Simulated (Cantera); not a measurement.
Input (Python, Cantera):

```python
import numpy as np
import cantera as ct

surf = ct.Interface("diamond.yaml", "diamond_100")
gas, bulk = surf.adjacent["gas"], surf.adjacent["diamond"]
k = surf.kinetics_species_index(bulk.species_names[0])
cover = ["c6HH", "c6H*", "c6*H", "c6**", "c6HM", "c6B"]

rows, drift = [], 0.0
print(f"{'T':>10s}{'um/h':>11s}" + "".join(f"{s:>11s}" for s in cover))
for v in [900, 975, 1050, 1125, 1200, 1275, 1350]:
    T, P, xH, xCH3 = v, 3400, 0.0074, 0.00086
    gas.TPX = T, P, {"H": xH, "CH3": xCH3, "CH4": 0.0061, "H2": 1 - xH - xCH3 - 0.0061}
    surf.TP = bulk.TP = T, P
    surf.coverages = "c6H*:0.1, c6HH:0.9"
    surf.advance_coverages(100.0)
    before = surf.coverages
    surf.advance_coverages(100.0)
    drift = max(drift, np.max(np.abs(surf.coverages - before) / (surf.coverages + 1e-9)))
    rate = surf.net_production_rates[k] * bulk.mean_molecular_weight / bulk.density * 3.6e9
    rows.append([rate, *surf[cover].coverages])
    print(f"{v:10.4g}{rate:11.4e}" + "".join(f"{x:11.3e}" for x in rows[-1][1:]))
```

It prints:

```
         T       um/h       c6HH       c6H*       c6*H       c6**       c6HM        c6B
       900 8.1044e+00  6.179e-01  9.363e-03  2.610e-01  3.806e-03  8.673e-02  2.199e-08
       975 1.2259e+01  5.689e-01  1.483e-02  3.253e-01  7.226e-03  6.265e-02  3.327e-08
      1050 1.5891e+01  5.199e-01  2.152e-02  3.844e-01  1.236e-02  4.274e-02  4.312e-08
      1125 1.5232e+01  4.763e-01  2.935e-02  4.386e-01  1.953e-02  2.289e-02  4.133e-08
      1200 9.9750e+00  4.351e-01  3.785e-02  4.838e-01  2.869e-02  8.015e-03  2.707e-08
      1275 6.5708e+00  3.943e-01  4.622e-02  5.148e-01  3.927e-02  2.126e-03  1.783e-08
      1350 5.9581e+00  3.575e-01  5.425e-02  5.344e-01  5.088e-02  5.314e-04  1.617e-08
```

Cantera simulation using the Harris–Goodwin 1993 mechanism for the reconstructed diamond (100) surface; the numbers are that mechanism's predictions, not measurements.
